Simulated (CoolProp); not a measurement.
Vapour-liquid equilibrium of R134a (1) + R236FA (2) at 0.0502 MPa; x and y are mole fractions of (1).

Values from CoolProp's multi-fluid Helmholtz-energy mixture model, Tillner-Roth 1994 and Pan 2012; pair parameters Bell 2016.

Problem. Give the bubble temperature and the first vapour's composition at x = 0.2, 0.5, 0.65. Is there an azeotrope?

Solution. x = 0.2: 249.0 K, y = 0.427; x = 0.5: 241.4 K, y = 0.760; x = 0.65: 238.4 K, y = 0.858. No azeotrope shows between x = 0.05 and 0.95.

The pair parameters rest on a limited set of measurements; away from them the model extrapolates.
